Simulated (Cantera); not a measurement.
Cantera run:

```python
import numpy as np
import cantera as ct

gas_names = """
    C CH CH2 CH3 CH4 C2 C2H C2H2,acetylene C2H2,vinylidene C2H3,vinyl C2H4 C2H5 C2H6 C3 C3H3,propargyl
    C3H4,allene C3H4,propyne C3H4,cyclo- C3H5,allyl C3H6,propylene C3H6,cyclo- C3H7,n-propyl
    C3H7,i-propyl C3H8 C4 C4H2 C4H4,1,3-cyclo- C4H6,butadiene C4H6,2-butyne C4H6,cyclo- C4H8,1-butene
    C4H8,cis2-buten C4H8,tr2-butene C4H8,isobutene C4H8,cyclo- C4H9,n-butyl C4H9,i-butyl C4H9,s-butyl
    C4H9,t-butyl C4H10,isobutane C4H10,n-butane C5 C5H6,1,3cyclo- C5H8,cyclo- C5H10,1-pentene
    C5H10,cyclo- C5H11,pentyl C5H11,t-pentyl C5H12,n-pentane C5H12,i-pentane CH3C(CH3)2CH3 C6H2
    C6H5,phenyl C6H6 C6H10,cyclo- C6H12,1-hexene C6H12,cyclo- C6H13,n-hexyl C7H7,benzyl C7H8
    C7H14,1-heptene C7H15,n-heptyl C7H16,n-heptane C8H8,styrene C8H10,ethylbenz C8H16,1-octene
    C8H17,n-octyl C8H18,isooctane C8H18,n-octane C9H19,n-nonyl C10H8,naphthale C10H21,n-decyl
    C12H9,o-bipheny C12H10,bipheny H H2 Si SiC SiC2 SiC4H12 SiH SiH2 SiH3 SiH4 Si2 Si2C Si3
""".split()
cond_names = """
    C(gr) C6H6(L) C7H8(L) C8H18(L),n-octa Si(cr) Si(L) SiC(b)
""".split()


def load(file, names, dense=False):
    # The tables refer to 1 bar. Condensed volumes are neglected.
    table = {s.name: s for s in ct.Species.list_from_file(file)}
    out = []
    for n in names:
        d = dict(table[n].input_data)
        d["thermo"] = dict(d["thermo"], **{"reference-pressure": 1e5})
        if dense:
            d["equation-of-state"] = {"model": "constant-volume", "density": "1e6 g/cm^3"}
        out.append(ct.Species.from_dict(d))
    return out


gas = ct.Solution(thermo="ideal-gas", species=load("nasa_gas.yaml", gas_names))
cond = {s.name: ct.Solution(thermo="fixed-stoichiometry", species=[s], name=s.name)
        for s in load("nasa_condensed.yaml", cond_names, dense=True)}
atoms = {
    'CH3SiH3': {'C': 1, 'H': 6, 'Si': 1},
    'C2H2': {'C': 2, 'H': 2},
    'H2': {'H': 2},
}
top_T = {'C(gr)': 4500, 'SiC(b)': 3050}  # K; cautious upper limits of use, not melting points


def equilibrate(T, P, feed):
    n = {}
    for name, mol in feed.items():
        for a, k in atoms[name].items():
            n[a] = n.get(a, 0.0) + k * mol
    gas.TPX = T, P, n
    mass = sum(n.values()) * gas.mean_molecular_weight
    gas.equilibrate("TP")
    valid = [c for c in cond.values() if c.min_temp <= T <= top_T.get(c.name, c.max_temp)]
    mix = ct.Mixture([(gas, mass / gas.mean_molecular_weight)] + [(c, 0.0) for c in valid])
    mix.T, mix.P = T, P
    mix.equilibrate("TP", solver="vcs", rtol=1e-11, max_steps=5000)
    return mix


results = []
feed = {'CH3SiH3': 1, 'C2H2': 0.013, 'H2': 220}  # mol
T = 2125  # K
for P in [100, 270, 720, 1900, 5200, 14000, 37000, 100000]:
    mix = equilibrate(T, P, feed)
    results.append((T, P, feed, dict(zip(mix.species_names, mix.species_moles))))
    x = sorted(zip(gas.X, gas.species_names), reverse=True)
    print(f"T = {T:g} K  P = {P:g} Pa  gas = {mix.phase_moles(0):.4g} mol")
    print("   x: " + "  ".join(f"{s} {v:.3e}" for v, s in x if v > 1e-06))
    print("   condensed (mol): " + ("  ".join(f"{mix.phase(i).name} {mix.phase_moles(i):.4g}"
          for i in range(1, mix.n_phases) if mix.phase_moles(i) > 1e-12) or "none"))
```

Output:

```
T = 2125 K  P = 100 Pa  gas = 236.8 mol
   x: H2 8.862e-01  H 1.081e-01  Si 3.799e-03  C2H2,acetylene 1.485e-03  SiC2 2.716e-04  SiH 5.820e-05  Si2C 4.410e-05  C2H 5.054e-06  SiH2 4.018e-06  Si2 1.143e-06  C4H2 1.009e-06
   condensed (mol): C(gr) 0.1794
T = 2125 K  P = 270 Pa  gas = 231.8 mol
   x: H2 9.270e-01  H 6.728e-02  Si 3.710e-03  C2H2,acetylene 1.553e-03  SiC2 2.652e-04  Si2C 1.136e-04  SiH 9.552e-05  SiH2 1.108e-05  C2H 3.145e-06  Si2 2.942e-06  C4H2 1.055e-06  CH3 1.017e-06
   condensed (mol): C(gr) 0.1535
T = 2125 K  P = 720 Pa  gas = 228.4 mol
   x: H2 9.543e-01  H 4.181e-02  Si 2.306e-03  C2H2,acetylene 1.254e-03  SiC2 1.292e-04  Si2C 1.036e-04  SiH 9.837e-05  SiH2 1.891e-05  Si2 3.031e-06  CH4 1.806e-06  CH3 1.536e-06  C2H 1.532e-06
   condensed (mol): SiC(b) 0.3683
T = 2125 K  P = 1900 Pa  gas = 226.2 mol
   x: H2 9.719e-01  H 2.597e-02  Si 1.175e-03  C2H2,acetylene 7.056e-04  SiH 8.222e-05  Si2C 5.281e-05  SiC2 3.641e-05  SiH2 2.591e-05  CH4 3.674e-06  Si2 2.079e-06  CH3 1.906e-06
   condensed (mol): SiC(b) 0.6765
T = 2125 K  P = 5200 Pa  gas = 224.9 mol
   x: H2 9.831e-01  H 1.579e-02  Si 5.740e-04  C2H2,acetylene 3.995e-04  SiH 6.680e-05  SiH2 3.503e-05  Si2C 2.579e-05  SiC2 9.953e-06  CH4 7.697e-06  CH3 2.400e-06  Si2 1.357e-06
   condensed (mol): SiC(b) 0.8335
T = 2125 K  P = 14000 Pa  gas = 224.2 mol
   x: H2 9.897e-01  H 9.655e-03  Si 2.756e-04  C2H2,acetylene 2.407e-04  SiH 5.280e-05  SiH2 4.558e-05  CH4 1.625e-05  Si2C 1.238e-05  CH3 3.077e-06  SiC2 2.860e-06
   condensed (mol): SiC(b) 0.9095
T = 2125 K  P = 37000 Pa  gas = 223.7 mol
   x: H2 9.936e-01  H 5.951e-03  C2H2,acetylene 1.554e-04  Si 1.300e-04  SiH2 5.707e-05  SiH 4.058e-05  CH4 3.471e-05  Si2C 5.843e-06  CH3 4.035e-06
   condensed (mol): SiC(b) 0.946
T = 2125 K  P = 100000 Pa  gas = 223.4 mol
   x: H2 9.960e-01  H 3.624e-03  C2H2,acetylene 1.002e-04  CH4 7.559e-05  SiH2 7.133e-05  Si 6.000e-05  SiH 3.082e-05  CH3 5.339e-06  Si2C 2.696e-06
   condensed (mol): SiC(b) 0.9622
```

Equilibrium computed with Cantera from the NASA thermochemical tables; the gas is ideal and each condensed phase is pure. The feed counts by its element totals alone. Gases not in the tables: Si2H6 and higher silanes.
